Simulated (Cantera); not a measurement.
Charge: 1 mol Si, 3.4 mol SF₆, 1 mol H₂, at 748.15 K and 3.15 Torr.

Equilibrium computed with Cantera from the NASA thermochemical tables; the gas is ideal and each condensed phase is pure. Candidate condensed phases: S, Si; 39 gas species. The tables' values for S₂F₂ (SSF₂), SF₃ are old estimates; treat these amounts as uncertain. Rates play no part.

Q: What is the equilibrium state?

A: 
```
Quantity                             Result
--------------------------------  ---------
x(SF₄)                                0.398
x(HF)                                 0.317
x(SiF₄)                               0.159
x(SF₆)                                0.110
x(S₂F₂ (SSF₂))                       0.0151
x(SF₂)                             0.000558
x(SF₃)                             0.000517
x(SF₅)                              1.04e-6
gas amount                        6.305 mol
log10 activity of S(l) (absent)       -5.73
log10 activity of Si(s) (absent)     -65.63
```
